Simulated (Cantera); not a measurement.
Charge: 1 mol SiCl₄, 0.2 mol Cl₂, 230 mol H₂, equilibrated at 998 K.

Method: chemical equilibrium by Gibbs-energy minimisation in Cantera with the NASA 1993 tables (ideal gas, pure condensed phases). Candidate condensed phases: Si; 19 gas species. The tables' values for SiCl₃ are old estimates; treat these amounts as uncertain. The numbers say what is thermodynamically allowed, not how fast it happens.

log p: log10 of the partial pressure in bar; n: condensed amount in mol.

```csv
P (Pa),log p H₂,log p HCl,log p SiHCl₃,log p SiCl₄,log p SiCl₂,n Si(s)
100,-3.01,-4.80,-6.84,-6.47,-6.35,0.765
260,?,?,?,?,?,?
670,-2.18,-4.07,-5.48,-5.20,-5.72,0.572
1700,-1.78,-3.73,-4.88,-4.68,-5.46,0.451
4500,-1.35,-3.39,-4.29,-4.18,-5.21,0.320
12000,-0.93,-3.07,-3.73,-3.71,-4.98,0.191
30000,-0.53,-2.77,-3.23,-3.31,-4.77,0.0763
77000,?,?,?,?,-4.64,0
200000,0.30,-2.02,-2.34,-2.49,-4.63,0
```

### Question
Complete the blanks.

### Answer

- 260, log p H₂: -2.59
- 260, log p HCl: -4.42
- 260, log p SiHCl₃: -6.13
- 260, log p SiCl₄: -5.80
- 260, log p SiCl₂: -6.02
- 260, n Si(s): 0.681
- 77000, log p H₂: -0.12
- 77000, log p HCl: -2.43
- 77000, log p SiHCl₃: -2.76
- 77000, log p SiCl₄: -2.91
